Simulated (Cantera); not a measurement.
Feed: 1 mol PbF₂, 0.2 mol H₂, held at 2025 K and 0.00300 bar.

Cantera equilibrium calculation (NASA polynomials, part measured and part estimated; ideal gas, pure solids and liquids). The numbers say what is thermodynamically allowed, not how fast it happens.

| species | before | after |
|---|---|---|
| HF | 0.282 | 0.803 |
| H₂ | 1.29e-7 | 0.197 |
| PbF₄ | 0.0366 | 2.91e-7 |
| PbF₂ | 0.425 | 1.50e-8 |
| PbF | 0.120 | <1e-9 |
| F | 0.0125 | <1e-9 |
| Pb | 0.124 | 3.12e-8 |
| H | 1.26e-5 | <1e-9 |
| Pb(l), mol | 0 | 0.134 |
| PbF₂(s), mol | 0 | 0.866 |
Gas species are given as mole fractions.

Which change was made?
(A) temperature from 2025 K to 650 K
(B) temperature from 2025 K to 1723 K
(C) H₂ from 0.2 to 5.4 mol
(D) temperature from 2025 K to 1500 K

A, temperature from 2025 K to 650 K
